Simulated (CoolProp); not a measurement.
Vapour-liquid equilibrium of ethylene (1) + propylene (2) at -37.85 °C; x and y are mole fractions of (1).

Values from CoolProp's multi-fluid Helmholtz-energy mixture model, Smukala 2000 and Lemmon 2013; pair parameters Bell 2016.

```
x     bubble pressure (MPa)  y at the bubble point  dew pressure at overall composition x (MPa)  liquid density (mol/L)
----  ---------------------  ---------------------  -------------------------------------------  ----------------------
0.05                 0.2205                  0.319                                       0.1624                   14.34
0.2                       …                      …                                            …                   14.73
0.35                      …                  0.812                                       0.2300                   15.11
0.5                  0.8231                  0.881                                       0.2899                       …
0.65                      …                  0.927                                            …                   15.80
0.8                   1.236                  0.961                                            …                   16.07
0.95                  1.465                  0.990                                        1.164                   16.25
```

Task: What belongs in the gaps?

Result: 
- 0.2, bubble pressure (MPa): 0.4207
- 0.2, y at the bubble point: 0.680
- 0.2, dew pressure at overall composition x (MPa): 0.1904
- 0.35, bubble pressure (MPa): 0.6221
- 0.5, liquid density (mol/L): 15.47
- 0.65, bubble pressure (MPa): 1.026
- 0.65, dew pressure at overall composition x (MPa): 0.3912
- 0.8, dew pressure at overall composition x (MPa): 0.5966

No azeotrope shows between x = 0.05 and 0.95.

The pair parameters rest on a limited set of measurements; away from them the model extrapolates.
